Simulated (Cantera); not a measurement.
Input: 1 mol Si2Cl6, 1.5 mol NH3, 8.6 mol H2, at 10000 Pa.

Method: chemical equilibrium by Gibbs-energy minimisation in Cantera with the NASA 1993 tables (ideal gas, pure condensed phases). Candidate condensed phases: NH4Cl, Si, Si3N4; 28 gas species. The feed counts by its element totals alone. Gases not in the tables: Si2H6 and higher silanes. Rates play no part.

### Question
Which condensed phases are stable at each of these points (T (K)): 998, 1098, 1198, 1298, 1398, 1498, 1598, 1698, 1798, 1898, 1998, 2098?

### Answer
```
T (K)  condensed phases  Si condensed (%)
-----  ----------------  ----------------
998            Si3N4(s)              55.9
1098           Si3N4(s)              56.0
1198           Si3N4(s)              56.0
1298           Si3N4(s)              55.8
1398           Si3N4(s)              54.5
1498           Si3N4(s)              48.9
1598           Si3N4(s)              36.1
1698           Si3N4(s)              19.0
1798              Si(l)               9.8
1898              Si(l)              12.3
1998              Si(l)              14.5
2098              Si(l)              15.8
```

From 998 K to 1698 K the condensed part is Si3N4(s). From 1798 K to 2098 K the condensed part is Si(l).
